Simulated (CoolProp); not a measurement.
Isobutane at 411.51 K and 0.132 MPa flows at 0.55 m/s in a round tube of 2 mm bore and 45 µm roughness, fully developed (64/Re and Nu = 3.66 if laminar; Colebrook and Gnielinski if turbulent). Each further row changes one setting.

Model: reference Helmholtz-energy equation of state, Bücker 2006, in CoolProp.

```json
[
 {"case": "as stated", "Reynolds number": "245", "Darcy friction factor": "(withheld)", "pressure drop (Pa/m)": "(withheld)", "heat-transfer coefficient (W/(m² K))": "55.7", "mass flow (kg/h)": "(withheld)"},
 {"case": "velocity 1.1 m/s", "Reynolds number": "490", "Darcy friction factor": "0.131", "pressure drop (Pa/m)": "(withheld)", "heat-transfer coefficient (W/(m² K))": "55.7", "mass flow (kg/h)": "(withheld)"},
 {"case": "diameter 4 mm", "Reynolds number": "490", "Darcy friction factor": "0.131", "pressure drop (Pa/m)": "(withheld)", "heat-transfer coefficient (W/(m² K))": "(withheld)", "mass flow (kg/h)": "(withheld)"}
]
```

Q: Complete the blanks.

A: 
- as stated, Darcy friction factor: 0.261
- as stated, pressure drop (Pa/m): 44.9
- as stated, mass flow (kg/h): 0.0141
- velocity 1.1 m/s, pressure drop (Pa/m): 89.7
- velocity 1.1 m/s, mass flow (kg/h): 0.0282
- diameter 4 mm, pressure drop (Pa/m): 11.2
- diameter 4 mm, heat-transfer coefficient (W/(m² K)): 27.8
- diameter 4 mm, mass flow (kg/h): 0.0565

Viscosity comes from a separate model (Vogel 2000). Thermal conductivity comes from a separate model (Perkins 2002).
